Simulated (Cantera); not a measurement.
A closed system holds: 1 mol trisilylamine, 21 mol NH3, 55 mol N2, at 0.100 bar.

These are equilibrium values from Cantera (NASA tables, ideal gas, pure condensed phases), not measurements of a reactor. Candidate condensed phases: Si, Si3N4; 18 gas species. The feed counts by its element totals alone. Gases not in the tables: Si2H6 and higher silanes. Rates play no part.

**Question.** Which condensed phases are stable at each of these points (T (K)): 1700, 1750, 1800, 1850, 1900, 1950, 2000, 2050, 2100?

**Answer.** 
```csv
T (K),condensed phases,Si condensed (%)
1700,Si3N4(s),100.0
1750,Si3N4(s),100.0
1800,Si3N4(s),100.0
1850,Si3N4(s),99.8
1900,Si3N4(s),99.5
1950,Si(l),98.7
2000,Si(l),97.8
2050,Si(l),96.3
2100,Si(l),93.8
```

From 1700 K to 1900 K the condensed part is Si3N4(s). From 1950 K to 2100 K the condensed part is Si(l).
